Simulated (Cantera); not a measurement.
A closed system holds: 1 mol C₂H₆, 4.1 mol H₂, 3.1 mol N₂, equilibrated at 500 K and 1 atm.

Equilibrium computed with Cantera from the NASA thermochemical tables; the gas is ideal and each condensed phase is pure. Candidate condensed phases: C, C₆H₆, C₇H₈, C₈H₁₈; 92 gas species. The numbers say what is thermodynamically allowed, not how fast it happens.

Base state: N₂ 0.373, H₂ 0.335, CH₄ 0.253, NH₃ 0.0381 (mole fractions); condensed: gas only.

Question: What changes in the equilibrium state with this change: C₂H₆ replaced by CH₄?

Answer: 
```tsv
species	before	after
H₂	0.335	0.442
N₂	0.373	0.371
CH₄	0.253	0.129
NH₃	0.0381	0.0576
```

Question: What changes in the equilibrium state with this change: pressure from 1 atm to 10.0 Torr?

Answer: 
```json
[
 {"species": "N₂", "before": "0.373", "after": "0.378"},
 {"species": "H₂", "before": "0.335", "after": "0.377"},
 {"species": "CH₄", "before": "0.253", "after": "0.244"},
 {"species": "NH₃", "before": "0.0381", "after": "0.000603"}
]
```
